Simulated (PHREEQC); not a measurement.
Dissolve 0.0024 mol NaBr, 0.28 mol AlCl3 and 8.1e-05 mol Mn(NO3)2 per kg of water at 90 °C. Closed to the air; pH follows from the charge balance.

Model: ion-association model, wateq4f.dat, run in PHREEQC.

Each row changes one thing in this solution. This is a speciation only: nothing precipitates in the calculation.

```tsv
case	pH	AlOH+2 (mol/kgw)	Al(OH)2+ (mol/kgw)	Mn+2 (mol/kgw)	MnCl+ (mol/kgw)	MnCl2 (mol/kgw)	SI of Boehmite (AlOOH)	SI of Gibbsite (Al(OH)3)
as made	2.29	0.00715	0.000111	5.36e-5	2.49e-5	1.92e-6	+0.01	-0.23
temperature from 90 to 80 °C	2.39	0.00558	7.59e-5	5.28e-5	2.55e-5	2.02e-6	-0.12	-0.27
temperature from 90 to 50 °C	2.74	0.00250	1.64e-5	5.07e-5	2.73e-5	2.30e-6	-0.62	-0.46
NaBr from 0.0024 to 0.00024 mol/kgw	2.29	0.00715	0.000111	5.36e-5	2.49e-5	1.93e-6	+0.01	-0.23
diluted 5-fold with water	…	0.00308	0.000150	1.40e-5	2.17e-6	…	+0.51	+0.28
```

Some entries are withheld; supply them.


- diluted 5-fold with water, pH: 2.59
- diluted 5-fold with water, MnCl2 (mol/kgw): 6.37e-8

The ionic strength passes 0.7 mol/kgw, the rough limit of the ion-association models, in as made; temperature from 90 to 80 °C; temperature from 90 to 50 °C; NaBr from 0.0024 to 0.00024 mol/kgw. Species that the database lacks are ignored. Some of these states are supersaturated (in Boehmite (slow to form), Gibbsite (slow to form), for instance). Away from 25 °C the constants follow the database's enthalpies or fits; those with neither stay at their 25 °C values.
